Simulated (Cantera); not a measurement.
What does this Cantera script print?

```python
import numpy as np
import cantera as ct

gas = ct.Solution("gri30.yaml")
gas.TPX = 1675, 180000, {'NO': 1, 'N2': 0.12}
inlet = ct.Reservoir(gas, clone=True)

reactor = ct.IdealGasConstPressureReactor(gas, energy="off", clone=False)
exhaust = ct.Reservoir(gas, clone=True)
tau = [30, 7.7, 2, 0.51, 0.13, 0.034, 0.0088, 0.0023, 0.00059][0]
for a, b in ((inlet, reactor), (reactor, exhaust)):
    ct.MassFlowController(a, b, mdot=lambda t: reactor.mass / tau)
net = ct.ReactorNet([reactor])
show = ['NO', 'N2O', 'O', 'O2', 'NO2', 'N2']

rows = []
print(f"{'tau/s':>10s}{'T/K':>9s}" + "".join(f"{s:>11s}" for s in show))
for tau in [30, 7.7, 2, 0.51, 0.13, 0.034, 0.0088, 0.0023, 0.00059]:
    net.initial_time = 0.0
    net.advance(30 * tau)
    before = gas.X
    net.advance(40 * tau)
    drift = np.max(np.abs(gas.X - before) / (gas.X + 1e-9))
    rows.append([gas.T, *gas[show].X, drift])
    print(f"{tau:10.3e}{gas.T:9.1f}" + "".join(f"{x:11.3e}" for x in gas[show].X))
```

Output:

```
     tau/s      T/K         NO        N2O          O         O2        NO2         N2
 3.000e+01   1675.0  2.692e-01  2.808e-05  1.437e-05  3.107e-01  1.460e-03  4.186e-01
 7.700e+00   1675.0  4.584e-01  8.176e-05  1.206e-05  2.156e-01  2.077e-03  3.238e-01
 2.000e+00   1675.0  6.638e-01  1.729e-04  8.905e-06  1.127e-01  2.201e-03  2.210e-01
 5.100e-01   1675.0  8.075e-01  2.573e-04  5.741e-06  4.130e-02  1.696e-03  1.493e-01
 1.300e-01   1675.0  8.677e-01  2.938e-04  3.654e-06  1.164e-02  1.130e-03  1.193e-01
 3.400e-02   1675.0  8.858e-01  2.877e-04  2.631e-06  2.811e-03  8.048e-04  1.103e-01
 8.800e-03   1675.0  8.909e-01  2.338e-04  1.931e-06  4.780e-04  5.640e-04  1.078e-01
 2.300e-03   1675.0  8.923e-01  1.337e-04  1.041e-06  3.359e-05  2.574e-04  1.073e-01
 5.900e-04   1675.0  8.927e-01  4.970e-05  4.439e-07  1.029e-06  6.551e-05  1.072e-01
```

Cantera simulation using GRI-Mech 3.0 (53 species, 325 reactions); the numbers are that mechanism's predictions, not measurements.
